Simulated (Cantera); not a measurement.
Charge: 1 mol SiO2, 0.65 mol NF3, 5.9 mol H2, at 1575 K and 0.000380 bar.

Equilibrium computed with Cantera from the NASA thermochemical tables; the gas is ideal and each condensed phase is pure. Candidate condensed phases: H2O, Si, SiO2, Si2N2O, Si3N4; 58 gas species. The tables' values for SiF3, SiF2 are old estimates; treat these amounts as uncertain. The tables hold silica as quartz up to 1696 K and as liquid above; real silica turns to tridymite and cristobalite and melts near 1996 K. Equilibrium is a limit: real reactors are often held back by kinetics, nucleation or transport.

Base state: H2 0.678, HF 0.264, N2 0.0450, H2O 0.00688, SiO 0.00349, H 0.00175, SiF4 0.00148, SiF3 0.000198 (mole fractions); condensed: SiO2(β-quartz).

### Question
What changes in the equilibrium state with this change: NF3 from 0.65 to 1.3 mol?

### Answer
```csv
species,before,after
H2,0.678,0.463
HF,0.264,0.441
N2,0.0450,0.0767
H2O,0.00688,0.0111
SiF4,0.00148,0.00448
SiO,0.00349,0.00149
SiF3,0.000198,0.000297
SiF2,1.34e-5,9.88e-6
H,0.00175,0.00145
"SiO2(β-quartz), mol",0.963,0.947
```
The tables' values for SiF3 are old estimates; treat these amounts as uncertain.

### Question
What changes in the equilibrium state with this change: H2 from 5.9 to 30 mol?

### Answer
```
species                before    after
-------------------  --------  -------
H2                      0.678    0.914
HF                      0.264   0.0618
N2                     0.0450   0.0103
SiO                   0.00349  0.00568
SiF4                  0.00148  6.52e-6
SiF3                 0.000198  4.33e-6
SiO2(β-quartz), mol     0.963    0.820
```

### Question
What changes in the equilibrium state with this change: temperature from 1575 K to 998.15 K?

### Answer
```csv
species,before,after
H2,0.678,0.691
HF,0.264,0.231
N2,0.0450,0.0456
H2O,0.00688,0.0216
SiF4,0.00148,0.0108
SiO,0.00349,<1e-9
H,0.00175,9.21e-8
SiF2,1.34e-5,<1e-9
SiF3,0.000198,2.54e-8
"SiO2(β-quartz), mol",0.963,0.923
```
